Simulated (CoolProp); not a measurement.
c-C4F8 (RC318) along the isobar 12800 kPa: density (kg/m³) from the reference equation and from simpler models built on Tc = 115.2 °C, pc = 2778 kPa, ω = 0.355; each cubic takes its own stable root.

The numbers come from the reference Helmholtz-energy equation of state, Platzer 1990 in CoolProp. This equation is an older, rougher fit; its heat capacities, sound speeds and derivatives of the liquid may be far off and weren't checked against measurements.

```json
[
 {"T (°C)": "9.75", "phase": "liquid", "reference": "1616", "Redlich-Kwong": "1507", "Soave-Redlich-Kwong": "1557", "Peng-Robinson": "1750"},
 {"T (°C)": "29.45", "phase": "liquid", "reference": "1555", "Redlich-Kwong": "1454", "Soave-Redlich-Kwong": "1501", "Peng-Robinson": "1686"},
 {"T (°C)": "49.15", "phase": "liquid", "reference": "1491", "Redlich-Kwong": "1398", "Soave-Redlich-Kwong": "1440", "Peng-Robinson": "1617"},
 {"T (°C)": "68.85", "phase": "liquid", "reference": "1425", "Redlich-Kwong": "1341", "Soave-Redlich-Kwong": "1373", "Peng-Robinson": "1540"},
 {"T (°C)": "88.55", "phase": "liquid", "reference": "1355", "Redlich-Kwong": "1281", "Soave-Redlich-Kwong": "1302", "Peng-Robinson": "1457"},
 {"T (°C)": "108.25", "phase": "liquid", "reference": "1282", "Redlich-Kwong": "1219", "Soave-Redlich-Kwong": "1225", "Peng-Robinson": "1367"},
 {"T (°C)": "127.95", "phase": "supercritical", "reference": "1205", "Redlich-Kwong": "1156", "Soave-Redlich-Kwong": "1144", "Peng-Robinson": "1270"},
 {"T (°C)": "147.65", "phase": "supercritical", "reference": "1124", "Redlich-Kwong": "1092", "Soave-Redlich-Kwong": "1061", "Peng-Robinson": "1170"},
 {"T (°C)": "167.35", "phase": "supercritical", "reference": "1041", "Redlich-Kwong": "1028", "Soave-Redlich-Kwong": "976.0", "Peng-Robinson": "1070"},
 {"T (°C)": "187.05", "phase": "supercritical", "reference": "956.9", "Redlich-Kwong": "964.5", "Soave-Redlich-Kwong": "894.0", "Peng-Robinson": "973.4"},
 {"T (°C)": "206.75", "phase": "supercritical", "reference": "876.2", "Redlich-Kwong": "902.7", "Soave-Redlich-Kwong": "817.7", "Peng-Robinson": "884.7"},
 {"T (°C)": "226.45", "phase": "supercritical", "reference": "801.7", "Redlich-Kwong": "843.8", "Soave-Redlich-Kwong": "749.4", "Peng-Robinson": "806.4"}
]
```
